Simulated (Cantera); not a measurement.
A closed system holds: 1 mol TiCl4, 1.3 mol CH4, held at 2050 K and 10.0 mbar.

These are equilibrium values from Cantera (NASA tables, ideal gas, pure condensed phases), not measurements of a reactor. The tables' values for TiCl2 are old estimates; treat these amounts as uncertain. TiC: taken at fixed stoichiometry. Equilibrium is a limit: real reactors are often held back by kinetics, nucleation or transport.

```tsv
species	before	after
TiCl3	0.0315	0.421
HCl	0.723	0.260
Cl	0.0273	0.195
H2	0.197	0.000500
TiCl4	0.00111	0.106
H	0.0101	0.000507
TiCl2	0.00922	0.0173
C2H2 (acetylene)	0.000210	5.31e-7
Cl2	9.45e-6	0.000481
TiCl	5.65e-5	1.48e-5
C(graphite), mol	0.491	0.120
TiC(s), mol	0.807	0
```
Gas species are given as mole fractions.

### Question
What was changed between the two runs?
(A) CH4 from 1.3 to 4.5 mol
(B) pressure from 10.0 mbar to 0.100 bar
(C) CH4 from 1.3 to 1.6 mol
(D) CH4 from 1.3 to 0.12 mol

### Answer
D, CH4 from 1.3 to 0.12 mol
